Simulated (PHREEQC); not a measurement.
Dissolve 3.7 mmol/kgw CuSO4, 0.093 mmol/kgw H2SO4 and 5.7 mmol/kgw KCl at 25 °C. Closed to the air; pH follows from the charge balance.

Equilibrium calculation in PHREEQC: ion-association model, wateq4f.dat.

The ionic strength comes out as 0.0178 mol/kgw. What activity coefficients do Cl-, KSO4-, Cu+2, CuCl+, HSO4- get?

Cl- 0.87, KSO4- 0.88, Cu+2 0.61, CuCl+ 0.87, HSO4- 0.88.

Precipitation was switched off in this run.
